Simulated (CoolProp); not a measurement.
Vapour pressure (bar) of R1234ze(Z): the reference equation beside estimates from Tc = 423.3 K, pc = 35.31 bar, ω = 0.327. Clausius-Clapeyron is anchored at 341.5 K with a constant enthalpy of vaporisation of 20.00 kJ/mol.

The numbers come from the reference Helmholtz-energy equation of state, Akasaka 2019 in CoolProp.

```
T (K)  reference  Lee-Kesler  Clausius-Clapeyron  van der Waals  Redlich-Kwong  Soave-Redlich-Kwong  Peng-Robinson
-----  ---------  ----------  ------------------  -------------  -------------  -------------------  -------------
300.2      1.904       1.908               2.444          7.565          3.445                1.907          1.900
306.1      2.317       2.329               2.852          8.340          4.040                2.327          2.314
312        2.797       2.817               3.309          9.165          4.705                2.816          2.794
317.9      3.350       3.379               3.818          10.04          5.444                3.380          3.349
323.8      3.983       4.022               4.382          10.97          6.261                4.027          3.985
329.7      4.704       4.752               5.005          11.95          7.160                4.764          4.709
335.6      5.520       5.578               5.690          12.98          8.145                5.600          5.530
341.5      6.440       6.506               6.440          14.07          9.220                6.541          6.456
347.4      7.471       7.544               7.258          15.22          10.39                7.597          7.495
353.3      8.622       8.701               8.148          16.42          11.65                8.775          8.656
359.2      9.902       9.984               9.111          17.68          13.02                10.08          9.948
365.1      11.32       11.40               10.15          19.00          14.49                11.53          11.38
371        12.89       12.97               11.27          20.38          16.07                13.13          12.96
376.9      14.61       14.69               12.48          21.82          17.77                14.89          14.71
```

Absolute difference from the reference over all 14 rows, mean and median: Lee-Kesler 0.8 and 0.8 %, Clausius-Clapeyron 11.2 and 10.2 %, van der Waals 144.0 and 126.8 %, Redlich-Kwong 47.6 and 45.4 %, Soave-Redlich-Kwong 1.3 and 1.5 %, Peng-Robinson 0.3 and 0.2 %.
